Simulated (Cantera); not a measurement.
Input (Python, Cantera):

```python
import numpy as np
import cantera as ct

gas = ct.Solution("gri30.yaml")
gas.TPX = 548, 13332, {'CO': 1, 'H2': 0.84, 'CH4': 0.6, 'O2': 3.21, 'N2': 10.9, 'CO2': 2.7}
flame = ct.FreeFlame(gas, width=0.16)
flame.set_refine_criteria(ratio=3, slope=0.08, curve=0.16)
flame.transport_model = "mixture-averaged"
flame.solve(loglevel=0, auto=True)
z, T = flame.grid, flame.T
thick = (T[-1] - T[0]) / np.gradient(T, z).max()
show = ['CO', 'H2', 'CH4', 'CH2', 'CH2O', 'H2O']
print(f"laminar burning velocity  {flame.velocity[0] * 100:.3f} cm/s")
print(f"burnt temperature         {T[-1]:.1f} K")
print(f"thermal thickness         {thick * 1e3:.4f} mm")
print(f"grid points               {len(z)}")
z0 = z[flame.heat_release_rate.argmax()]
print(f"{'z/mm':>9s}{'T/K':>9s}{'u/(m/s)':>9s}" + "".join(f"{s:>11s}" for s in show))
rows = []
for k in (-3, -2, -1.5, -1, -0.5, -0.25, 0, 0.25, 0.5, 1, 2, 4, 8):
    zz = z0 + k * thick
    rows.append([k * thick, np.interp(zz, z, T), np.interp(zz, z, flame.velocity),
                 *(np.interp(zz, z, flame.X[gas.species_index(s)]) for s in show)])
    print(f"{rows[-1][0] * 1e3:9.3f}{rows[-1][1]:9.1f}{rows[-1][2]:9.3f}" + "".join(f"{x:11.3e}" for x in rows[-1][3:]))
```

Result:

```
laminar burning velocity  115.382 cm/s
burnt temperature         1857.1 K
thermal thickness         3.5020 mm
grid points               156
     z/mm      T/K  u/(m/s)         CO         H2        CH4        CH2       CH2O        H2O
  -10.506    548.0    1.154  5.195e-02  4.353e-02  3.117e-02  1.276e-20  5.089e-10  1.706e-07
   -7.004    548.0    1.153  5.198e-02  4.312e-02  3.119e-02  2.298e-17  2.156e-08  3.745e-06
   -5.253    548.3    1.153  5.201e-02  4.237e-02  3.121e-02  3.853e-14  2.791e-07  2.972e-05
   -3.502    552.7    1.160  5.210e-02  4.012e-02  3.118e-02  1.697e-10  6.545e-06  4.558e-04
   -1.751    651.8    1.362  5.230e-02  3.318e-02  2.879e-02  5.537e-08  5.927e-05  9.762e-03
   -0.876    865.3    1.809  5.459e-02  2.687e-02  2.083e-02  4.415e-07  1.598e-04  3.137e-02
    0.000   1173.0    2.455  5.840e-02  1.833e-02  6.115e-03  2.501e-06  2.315e-04  6.612e-02
    0.876   1322.9    2.764  5.197e-02  9.585e-03  4.502e-04  3.889e-07  3.118e-05  8.675e-02
    1.751   1378.6    2.869  4.313e-02  5.970e-03  1.889e-05  2.019e-08  1.541e-06  9.223e-02
    3.502   1447.8    2.995  3.303e-02  4.876e-03  3.646e-08  5.784e-11  3.536e-09  9.397e-02
    7.004   1528.7    3.143  2.661e-02  4.367e-03  2.859e-12  7.498e-15  6.891e-12  9.634e-02
   14.008   1612.8    3.297  2.224e-02  3.391e-03  2.012e-18  1.243e-18  3.063e-12  9.997e-02
   28.016   1691.0    3.438  1.697e-02  2.348e-03  1.395e-19  1.952e-19  1.421e-12  1.032e-01
```

Model: GRI-Mech 3.0 (53 species, 325 reactions), integrated in Cantera. Burning velocities carry a grid error of a few per cent, more on coarse grids.
